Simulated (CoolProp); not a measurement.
Vapour-liquid equilibrium of R114 (1) + R113 (2) at 0.126 MPa; x and y are mole fractions of (1).

Computed with CoolProp (multi-fluid Helmholtz-energy mixture model, Platzer 1990 and Marx 1992; pair parameters Bell 2016). This equation is an older, rougher fit; its heat capacities, sound speeds and derivatives of the liquid may be far off and weren't checked against measurements.

```tsv
x	bubble temperature, mixture model (°C)	bubble temperature, Raoult's law (°C)	y, mixture model	y, Raoult's law
0.05	50.1	49.9	0.165	0.177
0.125	44.3	44.0	0.360	0.376
0.2	39.2	39.0	0.506	0.521
0.275	34.8	34.6	0.616	0.629
0.35	30.8	30.7	0.701	0.712
0.425	27.3	27.2	0.767	0.777
0.5	24.2	24.2	0.820	0.828
0.575	21.4	21.4	0.862	0.869
0.65	18.8	18.8	0.897	0.903
0.725	16.5	16.5	0.925	0.931
0.8	14.4	14.4	0.950	0.954
0.875	12.4	12.4	0.971	0.974
0.95	10.6	10.6	0.989	0.990
```

The largest gap from Raoult's law is +0.3 K in bubble temperature, at x = 0.125. No azeotrope shows between x = 0.05 and 0.95.

The pair parameters rest on a limited set of measurements; away from them the model extrapolates.
